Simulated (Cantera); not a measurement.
Feed: 1 mol BN, 0.53 mol NF₃, 5.4 mol H₂, 0.61 mol H₂O, held at 1.90 Pa.

Equilibrium computed with Cantera from the NASA thermochemical tables; the gas is ideal and each condensed phase is pure. Candidate condensed phases: B, BN, B₂O₃, B₃O₃H₃, H₂O; 62 gas species. Kinetics and transport are ignored.

Question: Which condensed phases are stable at each of these points (T (°C)): 502, 602, 702, 802, 902, 1002, 1102, 1202, 1302, 1402?

Answer: 
| T (°C) | condensed phases | B condensed (%) |
|---|---|---|
| 502 | BN(s) + B₂O₃(l) | 42.0 |
| 602 | BN(s) + B₂O₃(l) | 40.4 |
| 702 | BN(s) + B₂O₃(l) | 33.4 |
| 802 | BN(s) | 9.0 |
| 902 | BN(s) | 9.5 |
| 1002 | BN(s) | 9.9 |
| 1102 | BN(s) | 9.0 |
| 1202 | BN(s) | 0.5 |
| 1302 | gas only | 0.0 |
| 1402 | gas only | 0.0 |

From 502 °C to 702 °C the condensed part is BN(s) + B₂O₃(l). From 802 °C to 1202 °C the condensed part is BN(s). From 1302 °C to 1402 °C nothing is condensed.
